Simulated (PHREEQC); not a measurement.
Model water analysis in mg/L, 25 °C, pH 6.82, pe 12.8: Na 0.0103; K 0.0273; Ca 0.0328; Mg 0.0115; Cl 0.0568; S(6) as SO4 0.0224; Alkalinity as HCO3 0.0989; F 0.00035; B 1.07e-05; N(5) as NO3 5.85e-05; O(0) (dissolved oxygen) 0.0001.

Valence states are taken as typed.

All values are PHREEQC results (ion-association model, phreeqc.dat), not measurements.

The ionic strength is 5.40e-6 mol/kgw and the charge-balance error comes out as 0.3 %.

| species | molality | activity | log γ |
|---|---|---|---|
| HCO3- | 1.70e-6 | 1.70e-6 | -0.001 |
| Cl- | 1.60e-6 | 1.60e-6 | -0.001 |
| Ca+2 | 8.18e-7 | 8.10e-7 | -0.005 |
| K+ | 6.98e-7 | 6.96e-7 | -0.001 |
| CO2 | 5.78e-7 | 5.78e-7 | 0.000 |
| Mg+2 | 4.73e-7 | 4.68e-7 | -0.005 |
| Na+ | 4.48e-7 | 4.47e-7 | -0.001 |
| SO4-2 | 2.33e-7 | 2.31e-7 | -0.005 |
| H+ | 1.52e-7 | 1.51e-7 | -0.001 |
| OH- | 6.70e-8 | 6.69e-8 | -0.001 |
| F- | 1.84e-8 | 1.84e-8 | -0.001 |

Precipitation was switched off in this run. Species that the database lacks are ignored. Real BF4- forms and hydrolyses slowly; the run takes it at equilibrium.
